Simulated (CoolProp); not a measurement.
A closed Brayton cycle with nitrogen: compressor inlet 312.15 K and 0.95 MPa, high pressure 3.07 MPa, turbine inlet 755 K, compressor efficiency 0.89, turbine efficiency 0.93, recuperator effectiveness 0.8 (on enthalpy, no pinch check). Each further row changes one setting.

The numbers come from the reference Helmholtz-energy equation of state, Span 2000 in CoolProp.

| case | thermal efficiency (%) | net work (kJ/kg) | compressor to turbine work | compressor exit (K) | turbine exit (K) |
|---|---|---|---|---|---|
| as stated | … | 65.1 | 0.69 | 452.0 | 562.4 |
| turbine inlet 705 K | 23.9 | 50.9 | … | 452.0 | … |
| compressor inlet 322.15 K | 26.0 | 60.4 | 0.71 | … | 562.4 |
| high pressure 2.61 MPa | 28.7 | 63.0 | … | 429.8 | … |
| recuperator effectiveness 0.5 | … | 65.1 | 0.69 | 452.0 | 562.4 |

What belongs in the gaps?


- as stated, thermal efficiency (%): 27.6
- turbine inlet 705 K, compressor to turbine work: 0.74
- turbine inlet 705 K, turbine exit (K): 523.7
- compressor inlet 322.15 K, compressor exit (K): 466.2
- high pressure 2.61 MPa, compressor to turbine work: 0.66
- high pressure 2.61 MPa, turbine exit (K): 585.9
- recuperator effectiveness 0.5, thermal efficiency (%): 24.0
